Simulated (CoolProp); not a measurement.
The fluid at 342.87 K and 0.963 MPa flows at 2.3 m/s in a round tube of 12.7 mm bore and 45 µm roughness, fully developed (64/Re and Nu = 3.66 if laminar; Colebrook and Gnielinski if turbulent). The same conditions are run with several fluids, on thermodynamics alone (safety and materials aside).

Model: reference Helmholtz-energy equation of state of each fluid (R245fa: Akasaka 2015; n-nonane: Lemmon 2006; n-decane: Lemmon 2006; n-hexane: Thol 2019; R123: Younglove 1994), in CoolProp.

### Question
Rank R245fa, n-nonane, n-decane, n-hexane, R123 by Reynolds number, highest first.

### Answer
R123 (152000), R245fa (148000), n-hexane (89400), n-nonane (48800), n-decane (41000)

```
fluid     Darcy friction factor  pressure drop (Pa/m)  heat-transfer coefficient (W/(m² K))  mass flow (kg/h)
--------  ---------------------  --------------------  ------------------------------------  ----------------
R245fa                   0.0282                  7100                                  6240              1270
n-nonane                 0.0297                  4200                                  3960               713
n-decane                 0.0301                  4340                                  3640               726
n-hexane                 0.0287                  3670                                  5290               644
R123                     0.0282                  7910                                  5230              1410
```

Transport values come from each fluid's own correlations; those of R245fa are estimates that may be off by 10 % or more.
